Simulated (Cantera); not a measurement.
Mixture: CH₄ : CO : O₂ : N₂ = 1 : 1.1 : 2.87 : 10.8 (molar parts), equivalence ratio 0.89, at 6.10 bar, adiabatic and at constant volume. Ignition delay is the time to a rise of 400 K.

Cantera simulation using GRI-Mech 3.0 (53 species, 325 reactions); the numbers are that mechanism's predictions, not measurements.

Task: What does this change do: N2 10.8 to 8.3 parts?

Result: 
```
quantity                                                before       after
--------------------------------------------------  ----------  ----------
delay at 1075 K                                        85.2 ms     69.4 ms
delay at 1125 K                                        36.4 ms     29.6 ms
delay at 1175 K                                        16.5 ms     13.4 ms
delay at 1225 K                                        7.86 ms     6.38 ms
delay at 1275 K                                        3.92 ms     3.18 ms
delay at 1325 K                                        2.03 ms     1.65 ms
delay at 1375 K                                        1.09 ms    0.890 ms
apparent activation energy between 1275 and 1375 K  190 kJ/mol  190 kJ/mol
```

Task: What does this change do: 1.5 parts H2 added?

Result: 
```json
[
 {"quantity": "delay at 1075 K", "before": "85.2 ms", "after": "0.940 ms"},
 {"quantity": "delay at 1125 K", "before": "36.4 ms", "after": "0.367 ms"},
 {"quantity": "delay at 1175 K", "before": "16.5 ms", "after": "0.185 ms"},
 {"quantity": "delay at 1225 K", "before": "7.86 ms", "after": "0.110 ms"},
 {"quantity": "delay at 1275 K", "before": "3.92 ms", "after": "71.3 µs"},
 {"quantity": "delay at 1325 K", "before": "2.03 ms", "after": "49.1 µs"},
 {"quantity": "delay at 1375 K", "before": "1.09 ms", "after": "35.0 µs"},
 {"quantity": "apparent activation energy between 1275 and 1375 K", "before": "190 kJ/mol", "after": "100 kJ/mol"}
]
```

Task: What does this change do: pressure from 6.10 bar to 1.01 bar?

Result: 
```json
[
 {"quantity": "delay at 1075 K", "before": "85.2 ms", "after": "0.418 s"},
 {"quantity": "delay at 1125 K", "before": "36.4 ms", "after": "0.172 s"},
 {"quantity": "delay at 1175 K", "before": "16.5 ms", "after": "74.6 ms"},
 {"quantity": "delay at 1225 K", "before": "7.86 ms", "after": "33.9 ms"},
 {"quantity": "delay at 1275 K", "before": "3.92 ms", "after": "16.1 ms"},
 {"quantity": "delay at 1325 K", "before": "2.03 ms", "after": "8.00 ms"},
 {"quantity": "delay at 1375 K", "before": "1.09 ms", "after": "4.17 ms"},
 {"quantity": "apparent activation energy between 1275 and 1375 K", "before": "190 kJ/mol", "after": "200 kJ/mol"}
]
```
